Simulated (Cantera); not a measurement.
An isothermal, constant-pressure homogeneous reactor starts with CH4 : CO2 : H2 = 1 : 3 : 1.2 (molar parts), at 1450 K and 5.00 bar. Integrator tolerance rtol = 1e-08.

Cantera simulation using GRI-Mech 3.0 (53 species, 325 reactions); the numbers are that mechanism's predictions, not measurements.

Task: What does this change do: CH4 1 to 0.39 parts?

Result: 
```tsv
quantity	before	after
x(CH4) at 100 s	0.0224 (gas-phase equilibrium 1.16e-5)	0.00325 (gas-phase equilibrium 9.01e-7)
x(CO2) at 100 s	0.135 (gas-phase equilibrium 0.112)	0.263 (gas-phase equilibrium 0.257)
x(H2) at 100 s	0.238 (gas-phase equilibrium 0.278)	0.135 (gas-phase equilibrium 0.140)
x(HO2) at 100 s	<1e-12 (gas-phase equilibrium <1e-12)	<1e-12 (gas-phase equilibrium <1e-12)
x(O) at 100 s	<1e-12 (gas-phase equilibrium <1e-12)	<1e-12 (gas-phase equilibrium <1e-12)
x(C2H6) at 100 s	5.70e-6 (gas-phase equilibrium 1.33e-12)	1.97e-7 (gas-phase equilibrium <1e-12)
x(C2H2) at 100 s	0.000651 (gas-phase equilibrium 1.14e-10)	6.45e-5 (gas-phase equilibrium 5.41e-12)
```

Task: What does this change do: temperature 1450 to 2050 K?

Result: 
```csv
quantity,before,after
x(CH4) at 100 s,0.0224 (gas-phase equilibrium 1.16e-5),2.89e-8 (gas-phase equilibrium 3.19e-8)
x(CO2) at 100 s,0.135 (gas-phase equilibrium 0.112),0.0801 (gas-phase equilibrium 0.0801)
x(H2) at 100 s,0.238 (gas-phase equilibrium 0.278),0.246 (gas-phase equilibrium 0.246)
x(HO2) at 100 s,<1e-12 (gas-phase equilibrium <1e-12),4.32e-11 (gas-phase equilibrium 4.32e-11)
x(O) at 100 s,<1e-12 (gas-phase equilibrium <1e-12),6.59e-8 (gas-phase equilibrium 6.59e-8)
x(C2H6) at 100 s,5.70e-6 (gas-phase equilibrium 1.33e-12),<1e-12 (gas-phase equilibrium <1e-12)
x(C2H2) at 100 s,0.000651 (gas-phase equilibrium 1.14e-10),1.90e-11 (gas-phase equilibrium 2.09e-11)
```
